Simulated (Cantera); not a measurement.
Reactions in the system Cl-Mg-O

Standard-state values (1 bar) from the NASA 1993 polynomials, evaluated with Cantera. Values are per mole of reaction as written; species without (g) are pure solids or liquids, kept so even where they would boil at 1 bar.

2 Cl(g) + MgO ⇌ O(g) + MgCl₂(g)

```tsv
T (K)	ΔH° (kJ)	ΔS° (J/K)	ΔG° (kJ)	log10 K
300	215.4	80.8	191.1	-33.28
825	210.3	71.9	151.0	-9.56
1025	207.7	69.1	136.9	-6.98
1225	205.1	66.7	123.3	-5.26
1425	202.3	64.7	110.2	-4.04
1625	199.5	62.8	97.4	-3.13
```
